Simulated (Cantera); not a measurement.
Cantera run:

```python
import numpy as np
import cantera as ct

gas_names = [...]  # 109 gases of nasa_gas.yaml made of C, Cl, H, Si
cond_names = """
    C(gr) C6H6(L) C7H8(L) C8H18(L),n-octa Si(cr) Si(L) SiC(b)
""".split()


# ... load() reads the species with a 1 bar reference pressure and builds the phases ...
atoms = {
    '(CH3)2SiCl2': {'C': 2, 'H': 6, 'Si': 1, 'CL': 2},
    'HCl': {'H': 1, 'CL': 1},
    'H2': {'H': 2},
}
top_T = {'C(gr)': 4500, 'SiC(b)': 3050}  # K; cautious upper limits of use, not melting points


# ... equilibrate(T, P, feed) seeds the gas with the atoms and calls Mixture.equilibrate('TP', solver="vcs", rtol=1e-11, max_steps=5000) ...
results = []
feed = {'(CH3)2SiCl2': 1, 'HCl': 0.024, 'H2': 2.8}  # mol
P = 9300  # Pa
for T in [2223, 2273, 2323, 2373, 2423, 2473, 2523, 2573, 2623]:
    mix = equilibrate(T, P, feed)
    results.append((T, P, feed, dict(zip(mix.species_names, mix.species_moles))))

top = {s: max(r[3][s] / sum(r[3][g] for g in gas_names) for r in results) for s in gas_names}
cols = sorted((s for s in top if top[s] > 1e-06), key=lambda s: -top[s])[:7]
seen = [c for c in cond_names if any(r[3].get(c, 0) > 1e-12 for r in results)]
print("log10 of partial pressures in bar; condensed amounts in mol")
print(f"{'T/K':>10s}" + "".join(f"{s[:9]:>10s}" for s in cols + seen))
for T, P, feed, n in results:
    ng = sum(n[g] for g in gas_names)
    print(f"{T:10.4g}" + "".join(f"{np.log10(max(n[s] / ng * P / 1e5, 1e-99)):10.3f}" for s in cols)
          + "".join(f"{n.get(c, 0):10.4g}" for c in seen))
```

It prints:

```
log10 of partial pressures in bar; condensed amounts in mol
       T/K        H2       HCL         H        Si     SiCL2        CL      SiC2     C(gr)    SiC(b)
      2223    -1.183    -1.635    -2.785    -4.277    -2.751    -3.376    -5.256     1.113    0.8573
      2273    -1.185    -1.644    -2.668    -4.012    -2.724    -3.269    -4.913     1.119    0.8417
      2323    -1.189    -1.654    -2.557    -3.758    -2.701    -3.167    -4.584     1.126    0.8216
      2373    -1.194    -1.666    -2.452    -3.516    -2.681    -3.070    -4.270     1.135    0.7943
      2423    -1.201    -1.680    -2.352    -3.283    -2.665    -2.979    -3.969     1.149    0.7547
      2473    -1.210    -1.697    -2.257    -3.061    -2.655    -2.894    -3.681      1.17    0.6945
      2523    -1.222    -1.717    -2.167    -2.847    -2.649    -2.814    -3.404     1.205    0.5998
      2573    -1.240    -1.743    -2.084    -2.641    -2.651    -2.741    -3.139     1.262    0.4472
      2623    -1.264    -1.776    -2.007    -2.444    -2.663    -2.675    -2.884     1.355    0.1956
```

Method: chemical equilibrium by Gibbs-energy minimisation in Cantera with the NASA 1993 tables (ideal gas, pure condensed phases). The feed counts by its element totals alone. The tables' values for SiCl, SiCl3 are old estimates; treat these amounts as uncertain. Gases not in the tables: Si2H6 and higher silanes.
